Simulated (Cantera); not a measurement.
What does this Cantera script print?

```python
import numpy as np
import cantera as ct

gas_names = [...]  # 118 gases of nasa_gas.yaml made of C, Cl, F, H
cond_names = """
    C(gr) C6H6(L) C7H8(L) C8H18(L),n-octa
""".split()


# ... load() reads the species with a 1 bar reference pressure and builds the phases ...
atoms = {
    'C2F6': {'C': 2, 'F': 6},
    'HCl': {'H': 1, 'CL': 1},
}
top_T = {'C(gr)': 4500}  # K; cautious upper limits of use, not melting points


# ... equilibrate(T, P, feed) seeds the gas with the atoms and calls Mixture.equilibrate('TP', solver="vcs", rtol=1e-11, max_steps=5000) ...
results = []
feed = {'C2F6': 1, 'HCl': 0.27}  # mol
T = 2348.15  # K
for P in [1, 10, 100, 1000, 10000, 100000]:
    mix = equilibrate(T, P, feed)
    results.append((T, P, feed, dict(zip(mix.species_names, mix.species_moles))))
    x = sorted(zip(gas.X, gas.species_names), reverse=True)
    print(f"T = {T:g} K  P = {P:g} Pa  gas = {mix.phase_moles(0):.4g} mol")
    print("   x: " + "  ".join(f"{s} {v:.3e}" for v, s in x if v > 0.001))
    print("   condensed (mol): " + ("  ".join(f"{mix.phase(i).name} {mix.phase_moles(i):.4g}"
          for i in range(1, mix.n_phases) if mix.phase_moles(i) > 1e-12) or "none"))
```

Result:

```
T = 2348.15 K  P = 1 Pa  gas = 6.298 mol
   x: F 8.877e-01  CL 4.287e-02  HF 4.188e-02  CF 1.759e-02  C3 3.996e-03  CF2 2.771e-03  C 1.801e-03
   condensed (mol): C(gr) 1.78
T = 2348.15 K  P = 10 Pa  gas = 6.112 mol
   x: F 8.674e-01  CL 4.417e-02  HF 4.406e-02  CF2 2.645e-02  CF 1.719e-02
   condensed (mol): C(gr) 1.724
T = 2348.15 K  P = 100 Pa  gas = 5.3 mol
   x: F 7.059e-01  CF2 1.752e-01  CL 5.092e-02  HF 5.092e-02  CF 1.399e-02  CF4 1.865e-03  CF3 1.080e-03
   condensed (mol): C(gr) 0.9806
T = 2348.15 K  P = 1000 Pa  gas = 3.657 mol
   x: CF2 3.997e-01  F 3.371e-01  CF4 9.706e-02  HF 7.380e-02  CL 7.368e-02  CF3 1.177e-02  CF 6.681e-03
   condensed (mol): C(gr) 0.1157
T = 2348.15 K  P = 10000 Pa  gas = 2.467 mol
   x: CF4 4.133e-01  CF2 2.608e-01  HF 1.092e-01  CL 1.079e-01  F 8.612e-02  CF3 1.962e-02  CF 1.707e-03
   condensed (mol): C(gr) 0.2833
T = 2348.15 K  P = 100000 Pa  gas = 2.098 mol
   x: CF4 6.142e-01  HF 1.270e-01  CL 1.168e-01  CF2 1.005e-01  F 1.691e-02  CF3 1.485e-02  CCLF3 4.355e-03  CL2 2.582e-03  HCL 1.680e-03
   condensed (mol): C(gr) 0.4596
```

Cantera equilibrium calculation (NASA polynomials, part measured and part estimated; ideal gas, pure solids and liquids). The feed counts by its element totals alone. The tables' values for C2F4 are old estimates; treat these amounts as uncertain. Gases not in the tables: C2F6 and larger saturated fluorocarbons.
